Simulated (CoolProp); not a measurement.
Computed with CoolProp (reference Helmholtz-energy equation of state, Zhou 2014).

Question: Give the vapour pressure (MPa), liquid density (kg/m³), vapour density (kg/m³), enthalpy of vaporisation (kJ/kg) of saturated cyclohexane at 362.2, 470.6 K.

Answer: 
```
T (K)  p (MPa)  liquid density (kg/m³)  vapour density (kg/m³)  enthalpy of vaporisation (kJ/kg)
-----  -------  ----------------------  ----------------------  --------------------------------
362.2    0.129                     711                    3.78                               351
470.6     1.29                     581                    36.0                               254
```
